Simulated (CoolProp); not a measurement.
Aqueous propylene glycol as a coolant, at 18 °C, 1 atm.

Model: Melinder's fits for secondary coolants, in CoolProp.

```tsv
mass %	freezing point (°C)	viscosity (mPa s)	Prandtl number	cp (kJ/(kg K))	conductivity (W/(m K))
2.2	-0.5	1.15	8.21	4.160	0.583
7.5	-2.0	(withheld)	10.3	4.100	0.554
12.7	-3.9	(withheld)	12.8	4.047	0.527
18	-6.2	2.01	16.1	3.994	0.500
23.2	-8.8	2.45	20.3	3.937	0.475
28.5	-11.8	3.01	25.9	3.872	0.450
33.7	-15.3	3.71	33.1	3.799	0.426
39	-19.7	4.59	42.3	3.717	0.403
44.2	(withheld)	5.63	53.6	3.628	0.382
49.5	(withheld)	6.89	67.6	3.532	0.360
```

Question: Some entries are withheld; supply them.

Answer: 
- 7.5, viscosity (mPa s): 1.39
- 12.7, viscosity (mPa s): 1.66
- 44.2, freezing point (°C): -24.9
- 49.5, freezing point (°C): -31.5
